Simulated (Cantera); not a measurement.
Cantera run, input and output.

```python
import numpy as np
import cantera as ct

gas = ct.Solution("gri30.yaml")
gas.TPX = 1973, 101325, {'NO': 1, 'N2': 10}
inlet = ct.Reservoir(gas, clone=True)

reactor = ct.IdealGasConstPressureReactor(gas, energy="off", clone=False)
exhaust = ct.Reservoir(gas, clone=True)
tau = [2.2, 1.3, 0.75, 0.44, 0.25, 0.15, 0.085, 0.049, 0.029, 0.017, 0.0096][0]
for a, b in ((inlet, reactor), (reactor, exhaust)):
    ct.MassFlowController(a, b, mdot=lambda t: reactor.mass / tau)
net = ct.ReactorNet([reactor])
show = ['NO', 'NO2', 'N2O', 'N2', 'O', 'O2']

rows = []
print(f"{'tau/s':>10s}{'T/K':>9s}" + "".join(f"{s:>11s}" for s in show))
for tau in [2.2, 1.3, 0.75, 0.44, 0.25, 0.15, 0.085, 0.049, 0.029, 0.017, 0.0096]:
    net.initial_time = 0.0
    net.advance(30 * tau)
    before = gas.X
    net.advance(40 * tau)
    drift = np.max(np.abs(gas.X - before) / (gas.X + 1e-9))
    rows.append([gas.T, *gas[show].X, drift])
    print(f"{tau:10.3e}{gas.T:9.1f}" + "".join(f"{x:11.3e}" for x in gas[show].X))
```

Output:

```
     tau/s      T/K         NO        NO2        N2O         N2          O         O2
 2.200e+00   1973.0  5.507e-02  2.977e-05  1.542e-06  9.270e-01  7.453e-05  1.785e-02
 1.300e+00   1973.0  6.593e-02  3.021e-05  2.140e-06  9.215e-01  6.339e-05  1.243e-02
 7.500e-01   1973.0  7.505e-02  2.821e-05  2.731e-06  9.170e-01  5.220e-05  7.872e-03
 4.400e-01   1973.0  8.125e-02  2.500e-05  3.179e-06  9.139e-01  4.295e-05  4.783e-03
 2.500e-01   1973.0  8.538e-02  2.156e-05  3.498e-06  9.118e-01  3.544e-05  2.725e-03
 1.500e-01   1973.0  8.761e-02  1.900e-05  3.674e-06  9.107e-01  3.059e-05  1.615e-03
 8.500e-02   1973.0  8.905e-02  1.691e-05  3.785e-06  9.100e-01  2.690e-05  8.955e-04
 4.900e-02   1973.0  8.984e-02  1.549e-05  3.836e-06  9.096e-01  2.451e-05  5.023e-04
 2.900e-02   1973.0  9.028e-02  1.448e-05  3.847e-06  9.094e-01  2.287e-05  2.866e-04
 1.700e-02   1973.0  9.054e-02  1.360e-05  3.824e-06  9.093e-01  2.145e-05  1.587e-04
 9.600e-03   1973.0  9.070e-02  1.256e-05  3.756e-06  9.092e-01  1.983e-05  8.097e-05
```

Model: GRI-Mech 3.0 (53 species, 325 reactions), integrated in Cantera.
